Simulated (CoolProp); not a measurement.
Vapour-liquid equilibrium of R143a (1) + isobutene (2) at 29.35 °C; x and y are mole fractions of (1).

Computed with CoolProp (multi-fluid Helmholtz-energy mixture model, Lemmon and Jacobsen 2000 and Lemmon 2005; pair parameters Bell 2016).

```csv
x,bubble pressure (MPa),y at the bubble point,dew pressure at overall composition x (MPa),liquid density (mol/L)
0.05,…,0.259,0.3649,10.40
0.2,0.7177,0.554,…,…
0.35,0.8924,0.672,0.5204,10.47
0.5,…,0.749,0.6537,10.51
0.65,…,0.815,0.8555,10.56
0.8,1.262,0.885,1.120,10.65
0.95,1.374,0.968,1.352,10.78
```

Complete the blanks.


- 0.05, bubble pressure (MPa): 0.4615
- 0.2, dew pressure at overall composition x (MPa): 0.4297
- 0.2, liquid density (mol/L): 10.44
- 0.5, bubble pressure (MPa): 1.028
- 0.65, bubble pressure (MPa): 1.147

No azeotrope shows between x = 0.05 and 0.95.

Pair parameters are fitted to limited data, so mixtures are less certain than the pure fluids.
